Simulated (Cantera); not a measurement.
A closed system holds: 1 mol Fe₂O₃, 2 mol HCl, 1.5 mol O₂, equilibrated at 1025 °C and 1.00 bar.

These are equilibrium values from Cantera (NASA tables, ideal gas, pure condensed phases), not measurements of a reactor. Candidate condensed phases: Fe, FeCl₂, FeCl₃, FeO, Fe(OH)₂, Fe(OH)₃, Fe₂O₃, Fe₃O₄, H₂O; 22 gas species. Rates play no part.

Base state: HCl 0.411, O₂ 0.407, H₂O 0.0920, Cl₂ 0.0769, FeCl₃ 0.00759, Cl 0.00338, FeCl₂ 0.00205, ClO 7.12e-5 (mole fractions); condensed: Fe₂O₃(s).

Q: What changes in the equilibrium state with this change: temperature from 1025 °C to 1250 °C?

A: 
| species | before | after |
|---|---|---|
| O₂ | 0.407 | 0.421 |
| HCl | 0.411 | 0.402 |
| H₂O | 0.0920 | 0.0888 |
| Cl₂ | 0.0769 | 0.0343 |
| FeCl₂ | 0.00205 | 0.0264 |
| Cl | 0.00338 | 0.0126 |
| FeCl₃ | 0.00759 | 0.0145 |
| Fe₂Cl₄ | 9.52e-7 | 2.32e-5 |
| OH | 1.16e-5 | 0.000107 |
| Fe₂O₃(s), mol | 0.984 | 0.929 |

Q: What changes in the equilibrium state with this change: temperature from 1025 °C to 475 °C?

A: 
```csv
species,before,after
O₂,0.407,0.360
H₂O,0.0920,0.239
Cl₂,0.0769,0.239
HCl,0.411,0.161
FeCl₃,0.00759,2.14e-6
FeCl₂,0.00205,<1e-9
OH,1.16e-5,<1e-9
Cl,0.00338,1.26e-6
ClO,7.12e-5,1.16e-7
"Fe₂O₃(s), mol",0.984,1.000
```
Condensed phases not in the tables: FeOCl.

Q: What changes in the equilibrium state with this change: temperature from 1025 °C to 1202 °C?

A: 
| species | before | after |
|---|---|---|
| O₂ | 0.407 | 0.418 |
| HCl | 0.411 | 0.410 |
| H₂O | 0.0920 | 0.0866 |
| Cl₂ | 0.0769 | 0.0426 |
| FeCl₂ | 0.00205 | 0.0175 |
| Cl | 0.00338 | 0.0102 |
| FeCl₃ | 0.00759 | 0.0142 |
| Fe₂Cl₄ | 9.52e-7 | 1.46e-5 |
| OH | 1.16e-5 | 6.93e-5 |
| ClO | 7.12e-5 | 0.000167 |
| HOCl | 6.77e-5 | 8.22e-5 |
| Fe₂O₃(s), mol | 0.984 | 0.946 |
